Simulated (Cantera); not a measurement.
**Ammonia decomposition in nitride growth gas**

An isothermal, constant-pressure homogeneous reactor starts with 73.9 % NH3, 23.6 % N2, 2.51 % H2, at 1775 K and 1200 Pa.

Detailed kinetics in Cantera: the gas-phase N/H chemistry of the illustrative SiF4/NH3 mechanism in the Surface Chemkin manual (1991). Walls and surfaces, which speed up NH3 decomposition in real reactors, are not modelled.

```tsv
t (s)	x NH3	x N	x N2H2	x NH	x H2
0.000900	0.739	<1e-12	7.26e-10	1.35e-9	0.0251
0.00201	0.739	8.75e-12	5.03e-9	9.14e-9	0.0251
0.00447	0.738	1.59e-10	3.06e-8	5.29e-8	0.0251
0.00995	0.738	1.76e-9	1.77e-7	2.58e-7	0.0252
0.0222	0.738	1.16e-8	9.74e-7	1.04e-6	0.0253
0.0494	0.737	4.16e-8	3.79e-6	2.87e-6	0.0262
0.110	0.733	6.60e-8	5.58e-6	3.91e-6	0.0298
0.245	0.722	8.43e-8	5.50e-6	4.13e-6	0.0387
0.546	0.700	1.18e-7	5.19e-6	4.43e-6	0.0578
1.22	0.653	1.70e-7	4.59e-6	4.75e-6	0.0972
2.71	0.566	2.28e-7	3.59e-6	4.88e-6	0.172
6.04	0.425	2.71e-7	2.28e-6	4.62e-6	0.291
13.5	0.252	2.86e-7	1.06e-6	3.85e-6	0.437
30.0	0.105	2.67e-7	3.18e-7	2.69e-6	0.562
```
x: mole fraction; the columns are a selection and need not sum to one.

Equilibrium at this temperature and pressure: NH3 1.13e-7, N 1.25e-10, N2H2 <1e-12, NH 1.64e-10, H2 0.650 (gas phase only).
